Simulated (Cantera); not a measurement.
Feed: 1 mol TiC, 0.17 mol C, 0.33 mol H2, at 2700 K and 1.70 mbar.

Cantera equilibrium calculation (NASA polynomials, part measured and part estimated; ideal gas, pure solids and liquids). Candidate condensed phases: C, C6H6, C7H8, C8H18, Ti, TiC; 77 gas species. TiC: taken at fixed stoichiometry. Kinetics and transport are ignored.

What is the equilibrium state?


```json
{
  "x(H)": "0.710",
  "x(H2)": "0.265",
  "x(Ti)": "0.00974",
  "x(C2H2 (acetylene))": "0.00626",
  "x(C3)": "0.00518",
  "x(C2H)": "0.00178",
  "x(C)": "0.00125",
  "x(C2)": "0.000496",
  "x(C4H2)": "6.13e-5",
  "n(C(graphite))": "0.157 mol",
  "n(TiC(s))": "0.995 mol",
  "gas_amount": "0.5259 mol",
  "log10 activity of Ti(l) (absent)": "-2.70"
}
```
